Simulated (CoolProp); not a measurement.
Vapour-liquid equilibrium of toluene (1) + m-xylene (2) at 256.25 °C; x and y are mole fractions of (1).

Model: multi-fluid Helmholtz-energy mixture model, Lemmon 2006 and Zhou 2012; pair parameters Bell 2016, in CoolProp.

| x | bubble pressure (bar) | y at the bubble point | dew pressure at overall composition x (bar) | liquid density (mol/L) |
|---|---|---|---|---|
| 0.05 | 11.24 | [?] | 11.12 | [?] |
| 0.2 | 12.36 | 0.270 | 11.94 | [?] |
| 0.35 | 13.53 | 0.442 | 12.88 | 5.986 |
| 0.5 | 14.68 | 0.591 | 13.96 | 6.068 |
| 0.65 | 15.81 | 0.723 | 15.18 | [?] |
| 0.8 | [?] | [?] | 16.50 | 6.245 |
| 0.95 | 17.95 | 0.961 | 17.85 | 6.348 |

Complete the blanks.


- 0.05, y at the bubble point: 0.072
- 0.05, liquid density (mol/L): 5.825
- 0.2, liquid density (mol/L): 5.906
- 0.65, liquid density (mol/L): 6.153
- 0.8, bubble pressure (bar): 16.91
- 0.8, y at the bubble point: 0.845

No azeotrope shows between x = 0.05 and 0.95.

Pair parameters are fitted to limited data, so mixtures are less certain than the pure fluids.
